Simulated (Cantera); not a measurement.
Mixture: 7.66 % CO, 1.76 % H₂, 8.42 % CH₄, 13.5 % O₂, 68.7 % N₂, equivalence ratio 1.6, at 100000 Pa, adiabatic and at constant pressure. Ignition delay is the time to a rise of 400 K.

Computed with Cantera and GRI-Mech 3.0 (53 species, 325 reactions).

Problem. Predict: delay at 1175 K; delay at 1275 K; delay at 1375 K; delay at 1475 K; apparent activation energy between 1425 and 1525 K.

Solution. 
```json
{
  "delay at 1175 K": "19.7 ms",
  "delay at 1275 K": "6.74 ms",
  "delay at 1375 K": "2.42 ms",
  "delay at 1475 K": "0.959 ms",
  "apparent activation energy between 1425 and 1525 K": "160 kJ/mol"
}
```
